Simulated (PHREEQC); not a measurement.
Synthetic water in mmol/kgw, 40 °C, pH 6.57, pe 8.9: Na 0.0736; K 0.00459; Ca 0.0703; Mg 0.01; Cl 0.0498; S(6) 0.0479; Alkalinity (meq/kgw) 0.0906; Cu(2) 0.0167.

Valence states are taken as typed.

The numbers come from PHREEQC with the ion-association model, wateq4f.dat.

- ionic strength: 0.000381 mol/kgw
- charge-balance error: 7.4 %

| species | molality | activity | log γ |
|---|---|---|---|
| HCO3- | 8.13e-5 | 7.95e-5 | -0.010 |
| Na+ | 7.36e-5 | 7.19e-5 | -0.010 |
| Ca+2 | 6.96e-5 | 6.35e-5 | -0.040 |
| Cl- | 4.98e-5 | 4.87e-5 | -0.010 |
| SO4-2 | 4.70e-5 | 4.29e-5 | -0.040 |
| CO2 | 4.25e-5 | 4.25e-5 | 0.000 |

No solid was allowed to form. The solution is supersaturated, for example in Malachite, Tenorite (slow to form), so a real one may precipitate; this is no full list. Species that the database lacks are ignored. At this temperature some constants are extrapolated from 25 °C, and those without enthalpy data are left unchanged. The database's constant for dissolved Cu(OH)2 is higher than later reviews accept.
